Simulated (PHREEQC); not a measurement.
Model water analysis in mg/kgw, 20 °C, pH 2.56, pe 11.1:

```csv
constituent,mg/kgw
Na,2170
K,263
Ca,178
Mg,210
Cl,1330
S(6) as SO4,4720
Al,26.6
Ni,54.2
```

Valence states are taken as typed.

Computed with PHREEQC (ion-association model, wateq4f.dat).

Precipitation was switched off in this run.

### Question
Predict the ionic strength, charge-balance error.

### Answer
ionic strength 0.157 mol/kgw; charge-balance error 1.4 %.

### Question
In which forms is K present?

### Answer
K+ 94 %, KSO4- 6.2 % of the K.

Species that the database lacks are ignored.
